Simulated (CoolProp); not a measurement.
Vapour-liquid equilibrium of cyclohexane (1) + p-xylene (2) at 171.35 °C; x and y are mole fractions of (1).

Computed with CoolProp (multi-fluid Helmholtz-energy mixture model, Zhou 2014 and Zhou 2012; pair parameters Bell 2016).

```
x     bubble pressure (MPa)  y at the bubble point  dew pressure at overall composition x (MPa)  liquid density (mol/L)
----  ---------------------  ---------------------  -------------------------------------------  ----------------------
0.05                 0.2639                  0.170                                            ?                       ?
0.15                 0.3339                  0.396                                       0.2590                   6.850
0.25                 0.3996                  0.540                                       0.2853                   6.902
0.35                 0.4616                  0.643                                       0.3170                   6.955
0.45                 0.5207                      ?                                       0.3561                   7.008
0.55                 0.5777                      ?                                       0.4048                   7.063
0.65                 0.6334                      ?                                       0.4665                   7.119
0.75                 0.6885                  0.889                                       0.5451                   7.177
0.85                      ?                  0.934                                            ?                   7.237
0.95                      ?                  0.978                                       0.7638                   7.301
```

Problem. What belongs in the gaps?

Solution. 
- 0.05, dew pressure at overall composition x (MPa): 0.2370
- 0.05, liquid density (mol/L): 6.798
- 0.45, y at the bubble point: 0.721
- 0.55, y at the bubble point: 0.785
- 0.65, y at the bubble point: 0.840
- 0.85, bubble pressure (MPa): 0.7441
- 0.85, dew pressure at overall composition x (MPa): 0.6443
- 0.95, bubble pressure (MPa): 0.8006

No azeotrope shows between x = 0.05 and 0.95.

Pair parameters are fitted to limited data, so mixtures are less certain than the pure fluids.
